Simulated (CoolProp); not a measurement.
R507A at 311.3 K and 8.65 MPa flows at 5.8 m/s in a round tube of 6 mm bore and 1.5 µm roughness, fully developed (64/Re and Nu = 3.66 if laminar; Colebrook and Gnielinski if turbulent). Each further row changes one setting.

The numbers come from the reference Helmholtz-energy equation of state, Lemmon 2003 in CoolProp. It is a pseudo-pure fit of the blend.

| case | Reynolds number | Darcy friction factor | pressure drop (Pa/m) | heat-transfer coefficient (W/(m² K)) | mass flow (kg/h) |
|---|---|---|---|---|---|
| as stated | 275000 | 0.0168 | 50000 | 11700 | 628 |
| velocity 11.6 m/s | 550000 | 0.0158 | 188000 | 22300 | 1260 |
| diameter 12 mm | 550000 | 0.0146 | 21700 | 10400 | 2510 |

Viscosity comes from a separate model (Geller 2000). Thermal conductivity comes from a separate model (Geller 2001).
